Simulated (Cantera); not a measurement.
**Premixed flame**

A freely propagating, adiabatic, planar premixed flame of 21.5 % H₂, 15.1 % O₂, 56.9 % N₂, 6.45 % H₂O, unburnt at 450 K and 2.20 bar; mixture-averaged transport, grid criteria slope 0.08 and curve 0.16, no radiation.

Detailed kinetics in Cantera: the H2/O2 subset of GRI-Mech 3.0, which has no nitrogen chemistry. The hydrogen kinetics of GRI-Mech 3.0 are dated; newer H2 mechanisms differ, most at raised pressure. Burning velocities carry a grid error of a few per cent, more on coarse grids.

```csv
z (mm),T (K),u (m/s),x H₂,x O₂,x H₂O,x H₂O₂,x O,x H
-0.453,450,1.69,0.214,0.151,0.0645,<1e-8,<1e-8,<1e-8
-0.302,450,1.69,0.213,0.152,0.0647,4.74e-8,<1e-8,<1e-8
-0.227,451,1.68,0.209,0.152,0.0650,2.54e-7,<1e-8,<1e-8
-0.151,460,1.69,0.198,0.154,0.0666,3.22e-6,8.40e-8,<1e-8
-0.0755,575,2.04,0.157,0.157,0.0821,6.82e-5,6.69e-6,1.08e-5
-0.0378,871,3.00,0.114,0.144,0.123,9.84e-5,0.000203,0.000822
0,1236,4.21,0.0675,0.114,0.186,3.03e-5,0.00167,0.00465
0.0378,1492,5.06,0.0334,0.0832,0.238,6.41e-6,0.00380,0.00783
0.0755,1640,5.55,0.0179,0.0669,0.265,3.61e-6,0.00455,0.00746
0.151,1784,6.02,0.00941,0.0577,0.282,1.93e-6,0.00367,0.00433
0.302,1890,6.34,0.00497,0.0546,0.293,1.05e-6,0.00194,0.00156
0.604,1948,6.52,0.00206,0.0536,0.299,5.77e-7,0.000781,0.000388
1.21,1974,6.59,0.000727,0.0535,0.303,3.15e-7,0.000279,8.08e-5
```
x: mole fraction of selected species; z is measured from the peak of heat release.

laminar burning velocity: 169 cm/s
thermal thickness: 0.151 mm
peak x(H₂O₂): 0.000105
peak x(O): 0.00456
peak x(H): 0.00803
grid points: 108
